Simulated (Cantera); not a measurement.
Feed: 1 mol Cu, 0.011 mol O₂, 1.8 mol H₂, at 0.0133 bar.

Method: chemical equilibrium by Gibbs-energy minimisation in Cantera with the NASA 1993 tables (ideal gas, pure condensed phases). Candidate condensed phases: Cu, CuO, Cu(OH)₂, Cu₂O, H₂O; 12 gas species. Rates play no part.

x: gas mole fraction; n: condensed amount in mol.

```tsv
T (K)	x H₂	x H₂O	x Cu	x H	x Cu₂	n Cu(s)	n Cu(l)
1275	0.988	0.0122	6.49e-6	6.34e-6	4.16e-10	1.000	0
1300	0.988	0.0122	?	?	?	1.000	0
1325	0.988	0.0122	2.11e-5	1.41e-5	2.20e-9	1.000	0
1350	0.988	0.0122	3.67e-5	2.05e-5	4.81e-9	1.000	0
1375	0.988	0.0122	?	?	?	0	1.000
1400	0.988	0.0122	0.000101	4.19e-5	1.97e-8	0	1.000
1425	0.988	0.0122	0.000163	5.87e-5	3.82e-8	0	1.000
1450	0.987	0.0122	0.000258	8.14e-5	7.23e-8	0	1.000
1475	0.987	0.0122	0.000402	0.000112	1.34e-7	0	0.999
1500	0.987	0.0122	0.000617	0.000151	2.42e-7	0	0.999
1525	0.987	0.0122	0.000933	0.000204	4.29e-7	0	0.998
1550	0.986	0.0122	0.00139	0.000271	7.45e-7	0	0.997
```

**Question.** Complete the blanks.

**Answer.** 
- 1300, x Cu: 1.18e-5
- 1300, x H: 9.52e-6
- 1300, x Cu₂: 9.72e-10
- 1375, x Cu: 6.17e-5
- 1375, x H: 2.95e-5
- 1375, x Cu₂: 9.95e-9
